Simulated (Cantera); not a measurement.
Catalytic stagnation flow on Pt

A jet of H₂ : O₂ : N₂ = 0.022 : 0.092 : 0.79 (molar parts), equivalence ratio 0.12 at 300 K and 90.0 Torr hits a platinum plate 9.2 cm away at a mass flux of 0.08 kg/m²/s; the plate temperature is set and raised in steps from an oxygen-covered start.

Detailed kinetics in Cantera: Deutschmann's 1995 Pt surface mechanism with GRI-Mech 3.0 gas chemistry. Catalytic surfaces can have several steady states; this one follows from the mechanism file's or the stated starting coverage.

```tsv
plate T (K)	wall x H₂	wall x O₂	wall x H₂O	wall x OH	θ free Pt	θ O*	θ OH*
600	0.00199	0.0777	0.0436	<1e-8	0.0422	0.951	0.00631
650	0.00197	0.0777	0.0434	<1e-8	0.0446	0.951	0.00424
700	0.00184	0.0777	0.0434	<1e-8	0.0499	0.947	0.00310
750	0.00148	0.0773	0.0438	<1e-8	0.0657	0.932	0.00256
800	0.00103	0.0769	0.0444	<1e-8	0.0985	0.899	0.00233
850	0.000736	0.0767	0.0448	1.24e-8	0.146	0.851	0.00216
```
x: mole fraction at the wall; θ: surface coverage.
